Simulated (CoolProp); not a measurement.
A simple Rankine cycle with c-C4F8 (RC318): condensing at 323.15 K, boiler at 2.34 MPa, turbine inlet 419.6 K, turbine efficiency 0.6, pump efficiency 0.7, no recuperator. Each further row changes one setting.

Computed with CoolProp (reference Helmholtz-energy equation of state, Platzer 1990). This equation is an older, rougher fit; its heat capacities, sound speeds and derivatives of the liquid may be far off and weren't checked against measurements.

```csv
case,thermal efficiency (%),net work (kJ/kg),heat in (kJ/kg),turbine exit temperature (K),volume ratio over the turbine
as stated,5.5,9.17,167,394.8,___
turbine inlet 439.6 K,5.4,10.1,189,___,4.01
condensing temperature 315.15 K,6.3,11.0,176,___,5.25
boiler pressure 1.64 MPa,___,___,174,403.7,2.71
turbine efficiency 0.5,4.4,7.36,167,396.7,4.21
```

Task: Fill in the missing entries.

Result: 
- as stated, volume ratio over the turbine: 4.18
- turbine inlet 439.6 K, turbine exit temperature (K): 416.5
- condensing temperature 315.15 K, turbine exit temperature (K): 391.7
- boiler pressure 1.64 MPa, thermal efficiency (%): 4.2
- boiler pressure 1.64 MPa, net work (kJ/kg): 7.35
